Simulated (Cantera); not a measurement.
Cantera run:

```python
import numpy as np
import cantera as ct

gas_names = """
    H H2 Si SiH SiH2 SiH3 SiH4 Si2 Si3
""".split()
cond_names = """
    Si(cr) Si(L)
""".split()


# ... load() reads the species with a 1 bar reference pressure and builds the phases ...
atoms = {
    'Si': {'Si': 1},
    'H2': {'H': 2},
}
top_T = {}  # K; cautious upper limits of use, not melting points


# ... equilibrate(T, P, feed) seeds the gas with the atoms and calls Mixture.equilibrate('TP', solver="vcs", rtol=1e-11, max_steps=5000) ...
results = []
feed = {'Si': 1, 'H2': 0.36}  # mol
T = 1350  # K
P = 100000  # Pa
mix = equilibrate(T, P, feed)
results.append((T, P, feed, dict(zip(mix.species_names, mix.species_moles))))
x = sorted(zip(gas.X, gas.species_names), reverse=True)
print(f"T = {T:g} K  P = {P:g} Pa  gas = {mix.phase_moles(0):.4g} mol")
print("   x: " + "  ".join(f"{s} {v:.3e}" for v, s in x if v > 1e-05))
print("   condensed (mol): " + ("  ".join(f"{mix.phase(i).name} {mix.phase_moles(i):.4g}"
      for i in range(1, mix.n_phases) if mix.phase_moles(i) > 1e-12) or "none"))
```

It prints:

```
T = 1350 K  P = 100000 Pa  gas = 0.36 mol
   x: H2 1.000e+00
   condensed (mol): Si(cr) 1
```

Method: chemical equilibrium by Gibbs-energy minimisation in Cantera with the NASA 1993 tables (ideal gas, pure condensed phases).
